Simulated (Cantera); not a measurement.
A diamond (100) surface in a fixed gas of H2 with x(CH4) = 0.014, x(H) = 0.0003, at 1200 K, 0.290 bar; coverages are run to steady state.

Cantera simulation using the Harris–Goodwin 1993 mechanism for the reconstructed diamond (100) surface; the numbers are that mechanism's predictions, not measurements.

One state of this run: growth (µm/h) = 0.799; θ c6HH = 0.514; θ c6H* = 0.0340; θ c6*H = 0.436; θ c6** = 0.0132; θ c6HM = 0.00170. θ: site fractions in the mechanism's names (c6HH fully hydrogenated, c6H* and c6*H radical sites, c6** diradical, c6HM methylated).

**Question.** Which value of x(CH3) does it belong to?
A. 0.00057
B. 2.4e-05
C. 0.00026
D. 4.9e-06

**Answer.** B, 2.4e-05
